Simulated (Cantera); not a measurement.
Equilibrium for halide evaporation, hydrolysis and transport: CaF2 + H2O + H2

Charge: 1 mol CaF2, 5.9 mol H2O, 5.9 mol H2, at 1802 °C.

Equilibrium computed with Cantera from the NASA thermochemical tables; the gas is ideal and each condensed phase is pure. Candidate condensed phases: Ca, CaF2, CaO, Ca(OH)2, H2O; 29 gas species. Mutual solubility and eutectic melting of coexisting phases are not modelled. Rates play no part.

```json
[
 {"P (Pa)": "0.100", "x H": "0.639", "x H2": "0.0575", "x H2O": "0.0149", "x O": "0.150", "x HF": "0.0663", "x OH": "0.0188", "x Ca": "0.0309", "x O2": "0.0166", "n CaO(s)": "0", "n CaF2(l)": "0"},
 {"P (Pa)": "0.720", "x H": "0.418", "x H2": "0.178", "x H2O": "0.145", "x O": "0.0657", "x HF": "0.0817", "x OH": "0.0389", "x Ca": "0.0348", "x O2": "0.0229", "n CaO(s)": "0", "n CaF2(l)": "0"},
 {"P (Pa)": "5.20", "x H": "0.207", "x H2": "0.314", "x H2O": "0.306", "x O": "0.0109", "x HF": "0.114", "x OH": "0.0230", "x Ca": "0.00704", "x O2": "0.00453", "n CaO(s)": "0.692", "n CaF2(l)": "0"},
 {"P (Pa)": "37", "x H": "0.0873", "x H2": "0.398", "x H2O": "0.362", "x O": "0.00143", "x HF": "0.130", "x OH": "0.00908", "x Ca": "0.00106", "x O2": "0.000556", "n CaO(s)": "0.844", "n CaF2(l)": "0"},
 {"P (Pa)": "270", "x H": "0.0339", "x H2": "0.436", "x H2O": "0.381", "x O": "0.000188", "x HF": "0.136", "x OH": "0.00337", "x Ca": "0.000151", "x O2": "7.00e-5", "n CaO(s)": "0.878", "n CaF2(l)": "0"},
 {"P (Pa)": "1900", "x H": "0.0130", "x H2": "0.452", "x H2O": "0.387", "x O": "2.62e-5", "x HF": "0.138", "x OH": "0.00127", "x Ca": "2.19e-5", "x O2": "9.61e-6", "n CaO(s)": "0.887", "n CaF2(l)": "0"},
 {"P (Pa)": "14000", "x H": "0.00481", "x H2": "0.457", "x H2O": "0.390", "x O": "3.53e-6", "x HF": "0.139", "x OH": "0.000468", "x Ca": "2.99e-6", "x O2": "1.29e-6", "n CaO(s)": "0.890", "n CaF2(l)": "0"},
 {"P (Pa)": "100000", "x H": "0.00181", "x H2": "0.462", "x H2O": "0.397", "x O": "4.99e-7", "x HF": "0.132", "x OH": "0.000177", "x Ca": "4.16e-7", "x O2": "1.83e-7", "n CaO(s)": "0.840", "n CaF2(l)": "0.0642"}
]
```
x: gas mole fraction; n: condensed amount in mol.

From 0.100 Pa to 0.720 Pa nothing is condensed. From 5.20 Pa to 0.140 bar the condensed part is CaO(s). At 1.00 bar the condensed part is CaF2(l) + CaO(s). The main Ca-bearing gas is Ca at 0.100 Pa and CaF2 at 1.00 bar.
